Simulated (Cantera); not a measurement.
Ignition delay

Mixture: CH4 : H2 : O2 : N2 = 1 : 0.2 : 4.77 : 19.1 (molar parts), equivalence ratio 0.44, at 4.70 bar, adiabatic and at constant pressure. Ignition delay is the time to a rise of 400 K.

Cantera simulation using GRI-Mech 3.0 (53 species, 325 reactions); the numbers are that mechanism's predictions, not measurements. Below about 1000 K GRI-Mech 3.0 lacks low-temperature oxidation paths.

| T0 (K) | delay (ms) |
|---|---|
| 975 | 55.7 |
| 1050 | 10.6 |
| 1125 | 3.48 |
| 1200 | 1.57 |
| 1275 | 0.790 |
| 1350 | 0.414 |
| 1425 | 0.224 |

- apparent activation energy between 1275 and 1425 K: 130 kJ/mol
